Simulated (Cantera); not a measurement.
A closed system holds: 1 mol HMDSO, 8.4 mol O₂, 28 mol H₂, held at 1.60 mbar.

Cantera equilibrium calculation (NASA polynomials, part measured and part estimated; ideal gas, pure solids and liquids). Candidate condensed phases: C, C₆H₆, C₇H₈, C₈H₁₈, H₂O, Si, SiC, SiO₂; 123 gas species. The feed counts by its element totals alone. The tables hold silica as quartz up to 1696 K and as liquid above; real silica turns to tridymite and cristobalite and melts near 1996 K. The numbers say what is thermodynamically allowed, not how fast it happens.

Q: Which condensed phases are stable at each of these points (T (°C)): 1375, 1400, 1425, 1450, 1475, 1500, 1525, 1550, 1575, 1600, 1625, 1650?

A: 
```json
[
 {"T (°C)": "1375", "condensed phases": "SiO₂(β-quartz)", "Si condensed (%)": "99.6"},
 {"T (°C)": "1400", "condensed phases": "SiO₂(β-quartz)", "Si condensed (%)": "99.2"},
 {"T (°C)": "1425", "condensed phases": "SiO₂(condensed)", "Si condensed (%)": "98.6"},
 {"T (°C)": "1450", "condensed phases": "SiO₂(condensed)", "Si condensed (%)": "97.6"},
 {"T (°C)": "1475", "condensed phases": "SiO₂(condensed)", "Si condensed (%)": "95.9"},
 {"T (°C)": "1500", "condensed phases": "SiO₂(condensed)", "Si condensed (%)": "93.2"},
 {"T (°C)": "1525", "condensed phases": "SiO₂(condensed)", "Si condensed (%)": "89.0"},
 {"T (°C)": "1550", "condensed phases": "SiO₂(condensed)", "Si condensed (%)": "82.6"},
 {"T (°C)": "1575", "condensed phases": "SiO₂(condensed)", "Si condensed (%)": "72.9"},
 {"T (°C)": "1600", "condensed phases": "SiO₂(condensed)", "Si condensed (%)": "58.9"},
 {"T (°C)": "1625", "condensed phases": "SiO₂(condensed)", "Si condensed (%)": "39.1"},
 {"T (°C)": "1650", "condensed phases": "SiO₂(condensed)", "Si condensed (%)": "12.2"}
]
```

From 1375 °C to 1400 °C the condensed part is SiO₂(β-quartz). From 1425 °C to 1650 °C the condensed part is SiO₂(condensed).
